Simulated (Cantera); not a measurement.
A Cantera script and what it prints.

```python
import numpy as np
import cantera as ct

gas_names = """
    N2 N2O NO NbO2
""".split()
cond_names = """
    Nb2O5(s) Nb2O5(L) NbO2(I) NbO2(II) NbO2(III) NbO2(L) Nb(cr) Nb(L)
""".split()


def load(file, names, dense=False):
    # The tables refer to 1 bar. Condensed volumes are neglected.
    table = {s.name: s for s in ct.Species.list_from_file(file)}
    out = []
    for n in names:
        d = dict(table[n].input_data)
        d["thermo"] = dict(d["thermo"], **{"reference-pressure": 1e5})
        if dense:
            d["equation-of-state"] = {"model": "constant-volume", "density": "1e6 g/cm^3"}
        out.append(ct.Species.from_dict(d))
    return out


species = {s.name: s for s in load("nasa_gas.yaml", gas_names) + load("nasa_condensed.yaml", cond_names)}
# Each term lists the table entries of one substance; the one whose range holds T is used.
reactions = {
    'N2(g) + Nb2O5 = 2 NbO2 + N2O(g)':
        [(-1, ['N2']), (-1, ['Nb2O5(s)', 'Nb2O5(L)']), (2, ['NbO2(I)', 'NbO2(II)', 'NbO2(III)', 'NbO2(L)']), (1, ['N2O'])],
    'Nb + 4 NO(g) = 2 N2O(g) + NbO2(g)':
        [(-1, ['Nb(cr)', 'Nb(L)']), (-4, ['NO']), (2, ['N2O']), (1, ['NbO2'])],
}


def pick(names, T):
    return next(species[n] for n in names if species[n].thermo.min_temp <= T <= species[n].thermo.max_temp)


results = []
for label, terms in reactions.items():
    print(label)
    print("     T/K   dH/kJ  dS/(J/K)   dG/kJ   log10 K")
    for T in [1323, 1523, 1723, 1923, 2123, 2323]:
        used = [(nu, pick(names, T)) for nu, names in terms]
        dH = sum(nu * s.thermo.h(T) for nu, s in used) / 1e6
        dS = sum(nu * s.thermo.s(T) for nu, s in used) / 1e3
        dG = dH - T * dS / 1e3
        logK = -dG * 1e6 / (ct.gas_constant * T * np.log(10))
        results.append((label, T, dH, dS, dG, logK, [s.name for _, s in used]))
        print(f"{T:8g} {dH:8.1f} {dS:8.1f} {dG:8.1f} {logK:8.2f}")
```

Output:

```
N2(g) + Nb2O5 = 2 NbO2 + N2O(g)
     T/K   dH/kJ  dS/(J/K)   dG/kJ   log10 K
    1323    408.3     15.0    388.4   -15.34
    1523    410.1     16.3    385.3   -13.21
    1723    411.7     17.3    381.9   -11.58
    1923    300.9    -44.7    386.8   -10.51
    2123    290.7    -49.7    396.2    -9.75
    2323    468.0     31.9    394.0    -8.86
Nb + 4 NO(g) = 2 N2O(g) + NbO2(g)
     T/K   dH/kJ  dS/(J/K)   dG/kJ   log10 K
    1323   -403.8   -173.4   -174.4     6.89
    1523   -403.4   -173.1   -139.8     4.79
    1723   -403.0   -172.9   -105.2     3.19
    1923   -402.9   -172.8    -70.6     1.92
    2123   -402.9   -172.8    -36.1     0.89
    2323   -403.3   -173.0     -1.5     0.03
```

Source: NASA polynomial tables (part measured, part estimated), evaluated in Cantera. Condensed species are held in their standard states even where they would react or evaporate.
